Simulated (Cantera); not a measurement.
What does this Cantera script print?

```python
import numpy as np
import cantera as ct

gas_names = """
    AL ALH ALO ALOH ALO2 ALO2H AL2 AL2O AL2O2 H HALO HO2 H2 H2O H2O2 O OH O2 O3
""".split()
cond_names = """
    AL(cr) AL(L) AL2O3(a) AL2O3(L) H2O(s) H2O(L)
""".split()


def load(file, names, dense=False):
    # The tables refer to 1 bar. Condensed volumes are neglected.
    table = {s.name: s for s in ct.Species.list_from_file(file)}
    out = []
    for n in names:
        d = dict(table[n].input_data)
        d["thermo"] = dict(d["thermo"], **{"reference-pressure": 1e5})
        if dense:
            d["equation-of-state"] = {"model": "constant-volume", "density": "1e6 g/cm^3"}
        out.append(ct.Species.from_dict(d))
    return out


gas = ct.Solution(thermo="ideal-gas", species=load("nasa_gas.yaml", gas_names))
cond = {s.name: ct.Solution(thermo="fixed-stoichiometry", species=[s], name=s.name)
        for s in load("nasa_condensed.yaml", cond_names, dense=True)}
atoms = {
    'Al2O3': {'AL': 2, 'O': 3},
    'H2O': {'H': 2, 'O': 1},
}
top_T = {}  # K; cautious upper limits of use, not melting points


def equilibrate(T, P, feed):
    n = {}
    for name, mol in feed.items():
        for a, k in atoms[name].items():
            n[a] = n.get(a, 0.0) + k * mol
    gas.TPX = T, P, n
    mass = sum(n.values()) * gas.mean_molecular_weight
    gas.equilibrate("TP")
    valid = [c for c in cond.values() if c.min_temp <= T <= top_T.get(c.name, c.max_temp)]
    mix = ct.Mixture([(gas, mass / gas.mean_molecular_weight)] + [(c, 0.0) for c in valid])
    mix.T, mix.P = T, P
    mix.equilibrate("TP", solver="vcs", rtol=1e-11, max_steps=5000)
    return mix


results = []
feed = {'Al2O3': 1, 'H2O': 6.6}  # mol
T = 2248.15  # K
P = 170  # Pa
mix = equilibrate(T, P, feed)
results.append((T, P, feed, dict(zip(mix.species_names, mix.species_moles))))
print(gas.report(threshold=1e-06))
for i in range(1, mix.n_phases):
    print(f"{mix.phase(i).name:16s} {mix.phase_moles(i):12.5e} mol")
```

It prints:

```
       temperature   2248.2 K
          pressure   170 Pa
           density   0.00014304 kg/m^3
  mean mol. weight   15.728 kg/kmol
   phase of matter   gas

                          1 kg             1 kmol
                     ---------------   ---------------
          enthalpy       -4.5285e+06       -7.1223e+07  J
   internal energy        -5.717e+06       -8.9916e+07  J
           entropy             19981        3.1425e+05  J/K
    Gibbs function       -4.9448e+07       -7.7771e+08  J
 heat capacity c_p            2979.5             46860  J/K
 heat capacity c_v            2450.8             38546  J/K

                      mass frac. Y      mole frac. X     chem. pot. / RT
                     ---------------   ---------------   ---------------
               ALO        1.7268e-05        6.3188e-06           -45.928
              ALOH         1.516e-05        5.4204e-06           -60.122
             ALO2H        0.00052155        0.00013674           -79.404
                 H         0.0038973          0.060809           -14.194
               HO2         2.655e-06        1.2652e-06           -52.758
                H2          0.014905           0.11628           -28.388
               H2O           0.80007            0.6985            -47.67
                 O          0.020085          0.019744           -19.282
                OH          0.059181           0.05473           -33.476
                O2            0.1013          0.049791           -38.564
     [   +9 minor]        9.1716e-07        3.8922e-07

AL(L)             0.00000e+00 mol
AL2O3(a)          9.99437e-01 mol
```

Method: chemical equilibrium by Gibbs-energy minimisation in Cantera with the NASA 1993 tables (ideal gas, pure condensed phases).
